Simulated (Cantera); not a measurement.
Charge: 1 mol CO2, 3.7 mol H2, held at 2475 °C and 320 Pa.

Equilibrium computed with Cantera from the NASA thermochemical tables; the gas is ideal and each condensed phase is pure. Candidate condensed phases: C, C6H6, C7H8, C8H18, H2O; 110 gas species. Rates play no part.

Base state: H 0.532, H2 0.196, CO 0.136, O 0.0532, H2O 0.0427, OH 0.0310, O2 0.00466, CO2 0.00433 (mole fractions); condensed: gas only.

What changes in the equilibrium state with this change: H2 from 3.7 to 0.24 mol?


```csv
species,before,after
CO,0.136,0.432
O,0.0532,0.222
H,0.532,0.145
H2,0.196,0.0145
O2,0.00466,0.0811
CO2,0.00433,0.0573
H2O,0.0427,0.0132
OH,0.0310,0.0352
```
